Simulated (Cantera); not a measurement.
Mixture: CH₃OH : O₂ : N₂ = 1 : 1.07 : 4.03 (molar parts), equivalence ratio 1.4, at 2.20 bar, adiabatic and at constant pressure. Ignition delay is the time to a rise of 400 K.

Model: GRI-Mech 3.0 (53 species, 325 reactions), integrated in Cantera. GRI-Mech 3.0 was tuned for natural gas; its chemistry of methanol as a main component is partial and can be far from experiment.

### Question
Predict: delay at 1225 K; delay at 1375 K; delay at 1525 K; delay at 1675 K; delay at 1825 K; apparent activation energy between 1675 and 1825 K.

### Answer
| Item | Value |
|---|---|
| delay at 1225 K | 2.98 ms |
| delay at 1375 K | 0.373 ms |
| delay at 1525 K | 77.5 µs |
| delay at 1675 K | 23.5 µs |
| delay at 1825 K | 9.13 µs |
| apparent activation energy between 1675 and 1825 K | 160 kJ/mol |
